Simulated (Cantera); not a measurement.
Cantera with NASA thermochemical tables; ideal gases at 1 bar, condensed phases pure. Values are per mole of reaction as written; species without (g) are pure solids or liquids, kept so even where they would boil at 1 bar.

C + O₂(g) ⇌ CO₂(g), with ΔH° = -393.5 kJ and ΔS° = 2.9 J/K at 300 K.

Problem. How far is the shortcut ΔG° ≈ ΔH°(300 K) − T·ΔS°(300 K) from the full temperature-dependent value at 1698, 1748, 1798, 1848, 1898, 1948, 1998, 2048, 2098, 2148, 2198 K?

Solution. 
```json
[
 {"T (K)": "1698", "shortcut (kJ)": "-398.4", "full (kJ)": "-396.3", "difference (kJ)": "-2.1", "difference in log10 K": "0.07"},
 {"T (K)": "1748", "shortcut (kJ)": "-398.6", "full (kJ)": "-396.3", "difference (kJ)": "-2.3", "difference in log10 K": "0.07"},
 {"T (K)": "1798", "shortcut (kJ)": "-398.7", "full (kJ)": "-396.3", "difference (kJ)": "-2.4", "difference in log10 K": "0.07"},
 {"T (K)": "1848", "shortcut (kJ)": "-398.9", "full (kJ)": "-396.3", "difference (kJ)": "-2.6", "difference in log10 K": "0.07"},
 {"T (K)": "1898", "shortcut (kJ)": "-399.0", "full (kJ)": "-396.3", "difference (kJ)": "-2.7", "difference in log10 K": "0.07"},
 {"T (K)": "1948", "shortcut (kJ)": "-399.2", "full (kJ)": "-396.3", "difference (kJ)": "-2.9", "difference in log10 K": "0.08"},
 {"T (K)": "1998", "shortcut (kJ)": "-399.3", "full (kJ)": "-396.3", "difference (kJ)": "-3.0", "difference in log10 K": "0.08"},
 {"T (K)": "2048", "shortcut (kJ)": "-399.4", "full (kJ)": "-396.3", "difference (kJ)": "-3.2", "difference in log10 K": "0.08"},
 {"T (K)": "2098", "shortcut (kJ)": "-399.6", "full (kJ)": "-396.2", "difference (kJ)": "-3.3", "difference in log10 K": "0.08"},
 {"T (K)": "2148", "shortcut (kJ)": "-399.7", "full (kJ)": "-396.2", "difference (kJ)": "-3.5", "difference in log10 K": "0.09"},
 {"T (K)": "2198", "shortcut (kJ)": "-399.9", "full (kJ)": "-396.2", "difference (kJ)": "-3.7", "difference in log10 K": "0.09"}
]
```
The shortcut ignores the heat-capacity change of the reaction.
